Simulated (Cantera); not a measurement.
# Premixed flame

A freely propagating, adiabatic, planar premixed flame of H2 : O2 : N2 = 1 : 0.36 : 1.04 (molar parts), equivalence ratio 1.4, unburnt at 625 K and 13300 Pa; mixture-averaged transport, grid criteria slope 0.08 and curve 0.16, no radiation.

Detailed kinetics in Cantera: the H2/O2 subset of GRI-Mech 3.0, which has no nitrogen chemistry. Burning velocities carry a grid error of a few per cent, more on coarse grids.

| z (mm) | T (K) | u (m/s) | x H2 | x O2 | x H2O | x H | x OH | x H2O2 |
|---|---|---|---|---|---|---|---|---|
| -17.8 | 625 | 8.55 | 0.417 | 0.150 | <1e-8 | <1e-8 | <1e-8 | <1e-8 |
| -11.8 | 625 | 8.55 | 0.417 | 0.150 | <1e-8 | <1e-8 | <1e-8 | <1e-8 |
| -8.88 | 625 | 8.55 | 0.417 | 0.150 | <1e-8 | <1e-8 | <1e-8 | <1e-8 |
| -5.92 | 625 | 8.55 | 0.417 | 0.150 | 2.72e-8 | 3.74e-7 | <1e-8 | <1e-8 |
| -2.96 | 632 | 8.64 | 0.415 | 0.150 | 0.000434 | 0.000502 | 2.36e-5 | 2.52e-7 |
| -1.48 | 744 | 10.1 | 0.392 | 0.146 | 0.0110 | 0.0125 | 0.000295 | 3.90e-7 |
| 0 | 1143 | 15.1 | 0.219 | 0.0873 | 0.131 | 0.102 | 0.00386 | 6.08e-7 |
| 1.48 | 1420 | 18.5 | 0.103 | 0.0215 | 0.252 | 0.146 | 0.00897 | 6.29e-7 |
| 2.96 | 1533 | 19.8 | 0.101 | 0.0160 | 0.262 | 0.137 | 0.0113 | 5.09e-7 |
| 5.92 | 1669 | 21.3 | 0.108 | 0.0141 | 0.267 | 0.120 | 0.0141 | 3.28e-7 |
| 11.8 | 1829 | 23.1 | 0.115 | 0.0119 | 0.274 | 0.101 | 0.0169 | 1.77e-7 |
| 23.7 | 2002 | 24.9 | 0.121 | 0.00946 | 0.283 | 0.0818 | 0.0191 | 9.17e-8 |
| 47.4 | 2176 | 26.7 | 0.126 | 0.00699 | 0.294 | 0.0634 | 0.0199 | 5.22e-8 |
x: mole fraction of selected species; z is measured from the peak of heat release.

| Item | Value |
|---|---|
| laminar burning velocity | 855 cm/s |
| thermal thickness | 5.92 mm |
| peak x(H) | 0.146 |
| peak x(OH) | 0.0199 |
| peak x(H2O2) | 7.03e-7 |
| grid points | 132 |
